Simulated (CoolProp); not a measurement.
Vapour-liquid equilibrium of acetone (1) + toluene (2) at 65.95 °C; x and y are mole fractions of (1).

Values from CoolProp's multi-fluid Helmholtz-energy mixture model, Lemmon 2006 and Lemmon 2006; pair parameters Bell 2016.

| x | bubble pressure (MPa) | y at the bubble point | dew pressure at overall composition x (MPa) | liquid density (mol/L) |
|---|---|---|---|---|
| 0.05 | 0.03377 | 0.337 | 0.02448 | 9.069 |
| 0.125 | 0.04705 | 0.553 | 0.02639 | 9.274 |
| 0.2 | 0.05823 | 0.662 | 0.02861 | 9.490 |
| 0.275 | 0.06789 | 0.729 | 0.03124 | 9.716 |
| 0.35 | 0.07650 | 0.777 | 0.03438 | 9.955 |
| 0.425 | 0.08438 | 0.814 | 0.03821 | 10.21 |
| 0.5 | 0.09180 | 0.845 | 0.04295 | 10.47 |
| 0.575 | 0.09896 | 0.872 | 0.04897 | 10.75 |
| 0.65 | 0.1060 | 0.896 | 0.05679 | 11.05 |
| 0.725 | 0.1131 | 0.919 | 0.06720 | 11.36 |
| 0.8 | 0.1202 | 0.941 | 0.08126 | 11.69 |
| 0.875 | 0.1276 | 0.963 | 0.09992 | 12.05 |
| 0.95 | 0.1352 | 0.985 | 0.1231 | 12.43 |

No azeotrope shows between x = 0.05 and 0.95.

Pair parameters are fitted to limited data, so mixtures are less certain than the pure fluids.
